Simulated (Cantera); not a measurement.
Input (Python, Cantera) and output of one run.

```python
import numpy as np
import cantera as ct

gas_names = """
    C CN CO CO2 C2 CCN CNC C2N2 C2O C3 C3O2 C4 C4N2 C5 N NCO NO NO2 NO3 N2 N2O O O2 O3 Pb PbO Pb2
""".split()
cond_names = """
    C(gr) Pb(cr) Pb(L) PbO(rd) PbO(yw) PbO(L) PbO2(s) Pb3O4(s)
""".split()


def load(file, names, dense=False):
    # The tables refer to 1 bar. Condensed volumes are neglected.
    table = {s.name: s for s in ct.Species.list_from_file(file)}
    out = []
    for n in names:
        d = dict(table[n].input_data)
        d["thermo"] = dict(d["thermo"], **{"reference-pressure": 1e5})
        if dense:
            d["equation-of-state"] = {"model": "constant-volume", "density": "1e6 g/cm^3"}
        out.append(ct.Species.from_dict(d))
    return out


gas = ct.Solution(thermo="ideal-gas", species=load("nasa_gas.yaml", gas_names))
cond = {s.name: ct.Solution(thermo="fixed-stoichiometry", species=[s], name=s.name)
        for s in load("nasa_condensed.yaml", cond_names, dense=True)}
atoms = {
    'Pb': {'Pb': 1},
    'CO': {'C': 1, 'O': 1},
    'N2': {'N': 2},
}
top_T = {'C(gr)': 4500, 'Pb3O4(s)': 820}  # K; cautious upper limits of use, not melting points


def equilibrate(T, P, feed):
    n = {}
    for name, mol in feed.items():
        for a, k in atoms[name].items():
            n[a] = n.get(a, 0.0) + k * mol
    gas.TPX = T, P, n
    mass = sum(n.values()) * gas.mean_molecular_weight
    gas.equilibrate("TP")
    valid = [c for c in cond.values() if c.min_temp <= T <= top_T.get(c.name, c.max_temp)]
    mix = ct.Mixture([(gas, mass / gas.mean_molecular_weight)] + [(c, 0.0) for c in valid])
    mix.T, mix.P = T, P
    mix.equilibrate("TP", solver="vcs", rtol=1e-11, max_steps=5000)
    return mix


results = []
feed = {'Pb': 1, 'CO': 3.8, 'N2': 0.22}  # mol
P = 900000  # Pa
for T in [975, 1025, 1075, 1125, 1175, 1225, 1275, 1325, 1375, 1425, 1475, 1525]:
    mix = equilibrate(T, P, feed)
    results.append((T, P, feed, dict(zip(mix.species_names, mix.species_moles))))

top = {s: max(r[3][s] / sum(r[3][g] for g in gas_names) for r in results) for s in gas_names}
cols = sorted((s for s in top if top[s] > 1e-06), key=lambda s: -top[s])[:8]
seen = [c for c in cond_names if any(r[3].get(c, 0) > 1e-12 for r in results)]
print("log10 of partial pressures in bar; condensed amounts in mol")
print(f"{'T/K':>10s}" + "".join(f"{s[:9]:>10s}" for s in cols + seen))
for T, P, feed, n in results:
    ng = sum(n[g] for g in gas_names)
    print(f"{T:10.4g}" + "".join(f"{np.log10(max(n[s] / ng * P / 1e5, 1e-99)):10.3f}" for s in cols)
          + "".join(f"{n.get(c, 0):10.4g}" for c in seen))
```

It prints:

```
log10 of partial pressures in bar; condensed amounts in mol
       T/K        CO       CO2        N2        Pb       Pb2     C(gr)     Pb(L)
       975     0.388     0.759    -0.093    -5.038   -10.706     1.567         1
      1025     0.563     0.663    -0.128    -4.556    -9.899      1.36         1
      1075     0.696     0.526    -0.170    -4.120    -9.170     1.092         1
      1125     0.790     0.347    -0.212    -3.723    -8.507    0.7958    0.9999
      1175     0.850     0.132    -0.247    -3.361    -7.903    0.5265    0.9998
      1225     0.885    -0.103    -0.271    -3.029    -7.350    0.3239    0.9996
      1275     0.905    -0.345    -0.286    -2.724    -6.841    0.1922    0.9992
      1325     0.915    -0.583    -0.295    -2.443    -6.373    0.1135    0.9984
      1375     0.921    -0.810    -0.300    -2.183    -5.940   0.06799    0.9971
      1425     0.924    -1.026    -0.304    -1.941    -5.538   0.04168    0.9949
      1475     0.926    -1.229    -0.306    -1.716    -5.165   0.02624    0.9915
      1525     0.926    -1.420    -0.307    -1.507    -4.817   0.01698    0.9861
```

Method: chemical equilibrium by Gibbs-energy minimisation in Cantera with the NASA 1993 tables (ideal gas, pure condensed phases).
